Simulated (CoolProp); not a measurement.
A simple Rankine cycle with sulfur dioxide: condensing at 314.15 K, boiler at 3.06 MPa, turbine inlet 392.8 K, turbine efficiency 0.8, pump efficiency 0.6, no recuperator. Each further row changes one setting.

Computed with CoolProp (reference Helmholtz-energy equation of state, Gao 2016).

```json
[
 {"case": "as stated", "thermal efficiency (%)": "11.6", "net work (kJ/kg)": "41.7", "heat in (kJ/kg)": "361", "turbine exit temperature (K)": "314.2", "volume ratio over the turbine": "4.14"},
 {"case": "turbine inlet 412.8 K", "thermal efficiency (%)": "11.9", "net work (kJ/kg)": "45.3", "heat in (kJ/kg)": "381", "turbine exit temperature (K)": "314.2", "volume ratio over the turbine": "3.91"},
 {"case": "condensing temperature 306.15 K", "thermal efficiency (%)": "12.9", "net work (kJ/kg)": "48.1", "heat in (kJ/kg)": "372", "turbine exit temperature (K)": "306.1", "volume ratio over the turbine": "5.18"},
 {"case": "boiler pressure 2.14 MPa", "thermal efficiency (%)": "9.5", "net work (kJ/kg)": "35.7", "heat in (kJ/kg)": "377", "turbine exit temperature (K)": "316.5", "volume ratio over the turbine": "2.82"},
 {"case": "turbine efficiency 0.7", "thermal efficiency (%)": "10.0", "net work (kJ/kg)": "36.1", "heat in (kJ/kg)": "361", "turbine exit temperature (K)": "314.2", "volume ratio over the turbine": "4.21"}
]
```

The expansion ends wet for: as stated; turbine inlet 412.8 K; condensing temperature 306.15 K; turbine efficiency 0.7.
